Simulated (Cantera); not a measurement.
An isothermal, constant-pressure homogeneous reactor starts with H2 : O2 : N2 = 0.12 : 1 : 0.0019 (molar parts), equivalence ratio 0.060, at 900 K and 5.18 Torr.

Model: GRI-Mech 3.0 (53 species, 325 reactions), integrated in Cantera. Radical loss at walls, strong at low pressure, is not modelled. Below about 950 K walls govern HO2 and H2O2 in real vessels. The temperature is held fixed by assumption; the heat of reaction is taken as removed at once.

x: mole fraction; the columns are a selection and need not sum to one.

| t (s) | x H2 | x O2 | x H2O | x OH | x HO2 | x H |
|---|---|---|---|---|---|---|
| 9.00e-6 | 0.107 | 0.891 | <1e-12 | <1e-12 | <1e-12 | <1e-12 |
| 4.93e-5 | 0.107 | 0.891 | <1e-12 | <1e-12 | 1.13e-12 | 1.09e-12 |
| 0.000270 | 0.107 | 0.891 | <1e-12 | <1e-12 | 6.19e-12 | 5.65e-12 |
| 0.00148 | 0.107 | 0.891 | 5.65e-11 | 1.22e-11 | 3.49e-11 | 5.52e-11 |
| 0.00811 | 0.107 | 0.891 | 3.73e-7 | ___ | 6.64e-9 | 2.14e-7 |
| 0.0444 | 0.00244 | 0.873 | 0.104 | ___ | 7.93e-6 | 0.00878 |
| 0.243 | 6.26e-5 | 0.885 | 0.113 | ___ | 2.04e-6 | 1.78e-5 |
| 1.33 | 2.06e-6 | 0.885 | 0.113 | ___ | 1.82e-7 | 1.20e-7 |
| 7.30 | 6.94e-8 | 0.885 | 0.113 | ___ | 1.67e-8 | 2.41e-9 |
| 40.0 | 5.67e-9 | 0.885 | 0.113 | ___ | 2.21e-9 | 1.03e-10 |

**Question.** Fill in the missing entries.

**Answer.** 
- 0.00811, x OH: 5.06e-8
- 0.0444, x OH: 0.00141
- 0.243, x OH: 0.000126
- 1.33, x OH: 2.39e-5
- 7.30, x OH: 6.57e-6
- 40.0, x OH: 2.29e-6
